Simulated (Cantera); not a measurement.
A Cantera script and what it prints.

```python
import numpy as np
import cantera as ct

gas_names = [...]  # 118 gases of nasa_gas.yaml made of C, Cl, F, H
cond_names = """
    C(gr) C6H6(L) C7H8(L) C8H18(L),n-octa
""".split()


# ... load() reads the species with a 1 bar reference pressure and builds the phases ...
atoms = {
    'c-C4F8': {'C': 4, 'F': 8},
    'HCl': {'H': 1, 'CL': 1},
    'H2': {'H': 2},
}
top_T = {'C(gr)': 4500}  # K; cautious upper limits of use, not melting points


# ... equilibrate(T, P, feed) seeds the gas with the atoms and calls Mixture.equilibrate('TP', solver="vcs", rtol=1e-11, max_steps=5000) ...
results = []
feed = {'c-C4F8': 1, 'HCl': 0.045, 'H2': 0.37}  # mol
P = 5  # Pa
for T in [2575, 2725, 2875, 3025, 3175, 3325, 3475]:
    mix = equilibrate(T, P, feed)
    results.append((T, P, feed, dict(zip(mix.species_names, mix.species_moles))))
    x = sorted(zip(gas.X, gas.species_names), reverse=True)
    print(f"T = {T:g} K  P = {P:g} Pa  gas = {mix.phase_moles(0):.4g} mol")
    print("   x: " + "  ".join(f"{s} {v:.3e}" for v, s in x if v > 1e-05))
    print("   condensed (mol): " + ("  ".join(f"{mix.phase(i).name} {mix.phase_moles(i):.4g}"
          for i in range(1, mix.n_phases) if mix.phase_moles(i) > 1e-12) or "none"))
```

Output:

```
T = 2575 K  P = 5 Pa  gas = 8.442 mol
   x: F 8.229e-01  HF 8.660e-02  CF 3.360e-02  C3 3.083e-02  C 9.055e-03  H 6.378e-03  CL 5.329e-03  C2 2.881e-03  CF2 2.312e-03  C5 1.260e-04  C4 2.566e-05
   condensed (mol): C(gr) 2.785
T = 2725 K  P = 5 Pa  gas = 9.797 mol
   x: F 7.245e-01  C3 1.012e-01  HF 5.784e-02  C 4.227e-02  CF 3.315e-02  H 2.224e-02  C2 1.307e-02  CL 4.591e-03  CF2 5.225e-04  C5 4.113e-04  C4 1.079e-04  C2H 3.534e-05
   condensed (mol): none
T = 2875 K  P = 5 Pa  gas = 10.58 mol
   x: F 7.046e-01  C 1.045e-01  C3 7.042e-02  H 4.509e-02  HF 2.904e-02  CF 2.217e-02  C2 1.956e-02  CL 4.251e-03  C5 1.105e-04  CF2 1.017e-04  C4 5.855e-05  C2H 3.484e-05
   condensed (mol): none
T = 3025 K  P = 5 Pa  gas = 11.62 mol
   x: F 6.657e-01  C 1.996e-01  H 5.737e-02  C3 3.057e-02  C2 2.007e-02  CF 1.261e-02  HF 1.016e-02  CL 3.872e-03  CF2 1.844e-05  C4 1.725e-05  C2H 1.652e-05  C5 1.459e-05
   condensed (mol): none
T = 3175 K  P = 5 Pa  gas = 12.41 mol
   x: F 6.355e-01  C 2.735e-01  H 5.993e-02  C2 1.195e-02  C3 6.363e-03  CF 5.794e-03  CL 3.626e-03  HF 3.309e-03
   condensed (mol): none
T = 3325 K  P = 5 Pa  gas = 12.7 mol
   x: F 6.264e-01  C 2.999e-01  H 6.062e-02  C2 5.050e-03  CL 3.544e-03  CF 2.415e-03  HF 1.190e-03  C3 8.501e-04
   condensed (mol): none
T = 3475 K  P = 5 Pa  gas = 12.78 mol
   x: F 6.244e-01  C 3.075e-01  H 6.094e-02  CL 3.521e-03  C2 2.041e-03  CF 1.032e-03  HF 4.693e-04  C3 1.129e-04
   condensed (mol): none
```

Cantera equilibrium calculation (NASA polynomials, part measured and part estimated; ideal gas, pure solids and liquids). The feed counts by its element totals alone.
